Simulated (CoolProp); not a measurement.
Properties of ethylene along the isobar 5850 kPa.

The numbers come from the reference Helmholtz-energy equation of state, Smukala 2000 in CoolProp.

```csv
T (K),phase,cp (kJ/(kg K)),speed of sound (m/s),isothermal compressibility (1/MPa),expansivity (1/kK),fugacity coefficient
209.2,liquid,(withheld),1063,0.003252,3.076,0.1173
229.3,liquid,(withheld),904.7,0.005088,3.771,0.2130
249.3,liquid,2.951,733.8,(withheld),5.102,0.3398
269.4,liquid,3.720,534.1,0.02390,8.896,0.4903
289.5,supercritical,23.53,225.3,1.224,139.1,0.6415
309.5,supercritical,3.396,267.6,0.3116,14.02,0.7200
329.6,supercritical,2.586,293.3,0.2457,8.267,0.7729
349.7,supercritical,2.339,313.1,0.2200,6.118,0.8133
369.7,supercritical,2.245,329.6,0.2061,4.963,0.8452
389.8,supercritical,2.215,344.2,(withheld),4.223,0.8711
409.9,supercritical,2.218,357.3,0.1912,3.705,0.8924
429.9,supercritical,2.239,369.4,0.1868,3.320,0.9099
450,supercritical,2.271,380.7,(withheld),3.018,0.9247
```

Problem. Complete the blanks.

Solution. 
- 209.2, cp (kJ/(kg K)): 2.502
- 229.3, cp (kJ/(kg K)): 2.657
- 249.3, isothermal compressibility (1/MPa): 0.009192
- 389.8, isothermal compressibility (1/MPa): 0.1973
- 450, isothermal compressibility (1/MPa): 0.1835

The peak of cp marks the crossing from liquid-like to gas-like fluid above the critical point.
